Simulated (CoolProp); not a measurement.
Vapour pressure (MPa) of carbon monoxide: the reference equation beside estimates from Tc = 132.9 K, pc = 3.498 MPa, ω = 0.050. Clausius-Clapeyron is anchored at 112 K with a constant enthalpy of vaporisation of 4.357 kJ/mol.

Computed with CoolProp (reference Helmholtz-energy equation of state, Lemmon 2006). It is a short technical equation, of lower accuracy than the large ones.

| T (K) | reference | Lee-Kesler | Clausius-Clapeyron | van der Waals | Redlich-Kwong | Soave-Redlich-Kwong | Peng-Robinson |
|---|---|---|---|---|---|---|---|
| 101.1 | 0.5900 | 0.5905 | 0.7264 | 1.060 | 0.5960 | 0.5934 | 0.5910 |
| 103.8 | 0.7136 | 0.7139 | 0.8313 | 1.201 | 0.7252 | 0.7188 | 0.7148 |
| 106.5 | 0.8549 | 0.8548 | 0.9448 | 1.353 | 0.8726 | 0.8623 | 0.8565 |
| 109.2 | 1.015 | 1.014 | 1.067 | 1.518 | 1.039 | … | 1.017 |
| 112 | 1.203 | 1.202 | 1.203 | … | … | 1.216 | 1.207 |
| 114.7 | 1.407 | 1.404 | 1.343 | 1.890 | 1.444 | 1.423 | 1.412 |
| 117.4 | 1.634 | 1.631 | 1.492 | 2.092 | 1.677 | 1.653 | 1.641 |
| 120.2 | 1.896 | 1.892 | 1.656 | 2.314 | 1.944 | 1.919 | 1.906 |
| 122.9 | 2.177 | 2.173 | 1.822 | 2.542 | 2.226 | … | 2.189 |
| 125.6 | 2.487 | 2.485 | 1.997 | 2.783 | 2.534 | 2.513 | 2.501 |
| 128.3 | 2.830 | 2.830 | 2.180 | 3.038 | 2.869 | 2.853 | 2.844 |

**Question.** Complete the blanks.

**Answer.** 
- 109.2, Soave-Redlich-Kwong: 1.025
- 112, van der Waals: 1.701
- 112, Redlich-Kwong: 1.234
- 122.9, Soave-Redlich-Kwong: 2.202

Absolute difference from the reference over all 11 rows, mean and median: Lee-Kesler 0.1 and 0.1 %, Clausius-Clapeyron 12.7 and 12.7 %, van der Waals 38.0 and 34.3 %, Redlich-Kwong 2.1 and 2.3 %, Soave-Redlich-Kwong 1.0 and 1.0 %, Peng-Robinson 0.4 and 0.4 %.
